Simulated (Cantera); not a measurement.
An adiabatic, constant-volume homogeneous reactor starts with 3.25 % CH4, 20.3 % O2, 76.4 % N2, equivalence ratio 0.32, at 1498 K and 248 Torr.

Cantera simulation using GRI-Mech 3.0 (53 species, 325 reactions); the numbers are that mechanism's predictions, not measurements.

x: mole fraction; the columns are a selection and need not sum to one.

```tsv
t (s)	T (K)	P (bar)	x CH4	x O2	x CO2	x NO2	x N2O	x CH2O	x HO2
4.00e-6	1498	0.330	0.0325	0.203	<1e-12	<1e-12	<1e-12	2.00e-10	…
9.25e-6	1498	0.330	0.0325	0.203	<1e-12	<1e-12	<1e-12	1.22e-9	…
2.14e-5	1498	0.330	0.0325	0.203	<1e-12	<1e-12	<1e-12	7.50e-9	…
4.95e-5	1498	0.330	0.0325	0.203	5.06e-12	<1e-12	2.05e-12	4.53e-8	…
0.000114	1498	0.330	0.0325	0.203	5.16e-11	<1e-12	8.84e-12	2.75e-7	…
0.000264	1498	0.330	0.0325	0.203	7.47e-10	<1e-12	4.09e-11	1.83e-6	…
0.000612	1498	0.330	0.0325	0.203	2.02e-8	<1e-12	1.88e-10	1.55e-5	…
0.00141	1500	0.330	0.0319	0.203	2.31e-6	<1e-12	9.40e-10	0.000228	…
0.00327	2238	0.497	<1e-12	0.134	0.0291	5.15e-8	3.53e-7	<1e-12	…
0.00756	2308	0.511	<1e-12	0.135	0.0309	3.53e-7	4.23e-7	<1e-12	3.95e-6
0.0175	2306	0.510	<1e-12	0.135	0.0310	9.06e-7	4.22e-7	<1e-12	3.93e-6
0.0404	2302	0.509	<1e-12	0.134	0.0310	2.05e-6	4.23e-7	<1e-12	3.86e-6
0.0935	2295	0.508	<1e-12	0.133	0.0310	4.04e-6	4.29e-7	<1e-12	3.75e-6
0.216	2287	0.506	<1e-12	0.131	0.0311	6.31e-6	4.43e-7	<1e-12	3.63e-6
0.500	2284	0.505	<1e-12	0.130	0.0311	7.38e-6	4.52e-7	<1e-12	3.57e-6
```

Problem. Fill in the missing entries.

Solution. 
- 4.00e-6, x HO2: 3.51e-8
- 9.25e-6, x HO2: 8.09e-8
- 2.14e-5, x HO2: 1.86e-7
- 4.95e-5, x HO2: 4.24e-7
- 0.000114, x HO2: 9.51e-7
- 0.000264, x HO2: 2.04e-6
- 0.000612, x HO2: 3.97e-6
- 0.00141, x HO2: 1.14e-5
- 0.00327, x HO2: 3.00e-6
